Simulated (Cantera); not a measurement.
Charge: 1 mol HCl, 4.4 mol O₂, equilibrated at 3373.15 K and 13.3 mbar.

Method: chemical equilibrium by Gibbs-energy minimisation in Cantera with the NASA 1993 tables (ideal gas, pure condensed phases). Candidate condensed phases: H₂O; 14 gas species. The numbers say what is thermodynamically allowed, not how fast it happens.

Base state: O 0.745, Cl 0.0980, H 0.0889, O₂ 0.0591, OH 0.00780, HCl 0.000906, H₂ 0.000549, H₂O 0.000112 (mole fractions); condensed: gas only.

Problem. What changes in the equilibrium state with this change: temperature from 3373.15 K to 1648 K?

Solution. 
| species | before | after |
|---|---|---|
| O₂ | 0.0591 | 0.793 |
| HCl | 0.000906 | 0.132 |
| Cl | 0.0980 | 0.0478 |
| O | 0.745 | 0.000195 |
| H | 0.0889 | 1.29e-6 |
| H₂O | 0.000112 | 0.0251 |
| Cl₂ | 4.48e-7 | 0.00145 |
| H₂ | 0.000549 | 2.81e-6 |
| OH | 0.00780 | 0.000520 |
| ClO | 2.19e-5 | 0.000102 |

Problem. What changes in the equilibrium state with this change: O₂ from 4.4 to 0.12 mol?

Solution. 
```
species    before     after
-------  --------  --------
Cl         0.0980     0.444
H          0.0889     0.415
O           0.745     0.104
O₂         0.0591   0.00114
H₂       0.000549    0.0119
HCl      0.000906    0.0192
H₂O      0.000112  0.000340
ClO       2.19e-5   1.38e-5
OH        0.00780   0.00506
```
